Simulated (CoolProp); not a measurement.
Vapour-liquid equilibrium of R125 (1) + R227EA (2) at -37.45 °C; x and y are mole fractions of (1).

Computed with CoolProp (multi-fluid Helmholtz-energy mixture model, Lemmon 2005 and Lemmon 2016; pair parameters Bell 2016).

```tsv
x	bubble pressure (bar)	y at the bubble point	dew pressure at overall composition x (bar)	liquid density (mol/L)
0.05	0.4316	[?]	0.3838	9.612
0.125	0.5271	0.382	0.4089	9.787
0.2	0.6235	0.519	0.4376	9.968
0.275	0.7205	0.621	0.4706	10.15
0.35	0.8176	0.698	0.5089	10.34
0.425	0.9148	0.760	0.5541	10.54
0.5	[?]	0.810	0.6079	10.75
0.575	1.109	0.851	[?]	10.96
0.65	1.205	0.886	0.7542	11.17
0.725	1.302	0.916	0.8570	[?]
0.8	1.399	0.943	0.9913	11.63
0.875	[?]	0.966	1.173	11.87
0.95	[?]	0.987	1.429	12.11
```

Q: Complete the blanks.

A: 
- 0.05, y at the bubble point: 0.185
- 0.5, bubble pressure (bar): 1.012
- 0.575, dew pressure at overall composition x (bar): 0.6733
- 0.725, liquid density (mol/L): 11.40
- 0.875, bubble pressure (bar): 1.497
- 0.95, bubble pressure (bar): 1.595

No azeotrope shows between x = 0.05 and 0.95.

The pair parameters rest on a limited set of measurements; away from them the model extrapolates.
